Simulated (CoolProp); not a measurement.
Model: reference Helmholtz-energy equation of state, Lemmon 2005, in CoolProp.

For R125, give the phase and the viscosity (µPa s), conductivity (mW/(m K)), fugacity coefficient at 71.35 °C and 1940 kPa; 71.35 °C and 3880 kPa; 71.35 °C and 4650 kPa.


- 71.35 °C and 1940 kPa: gas; viscosity 15.9, conductivity 19.0, fugacity coefficient 0.830
- 71.35 °C and 3880 kPa: supercritical; viscosity 25.3, conductivity 36.4, fugacity coefficient 0.658
- 71.35 °C and 4650 kPa: supercritical; viscosity 61.1, conductivity 44.1, fugacity coefficient 0.577

Viscosity comes from a separate model (Huber 2006). Thermal conductivity comes from a separate model (Perkins 2006).
